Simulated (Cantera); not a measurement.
A closed system holds: 1 mol SrCl2, 0.95 mol H2O, 57 mol N2, equilibrated at 0.0120 Torr.

These are equilibrium values from Cantera (NASA tables, ideal gas, pure condensed phases), not measurements of a reactor. Candidate condensed phases: H2O, NH4Cl, Sr, SrCl2, SrO, Sr(OH)2; 35 gas species. Condensed phases not in the tables: oxide chlorides. Rates play no part.

**Question.** At 1325 °C, list the 7 most abundant gas species with their mole fractions, and the condensed phases.

**Answer.** N2 0.966, SrCl2 0.0146, H2O 0.0128, HCl 0.00356, H2 0.00116, Cl 0.00110, H 0.000453. Condensed: SrO(s).
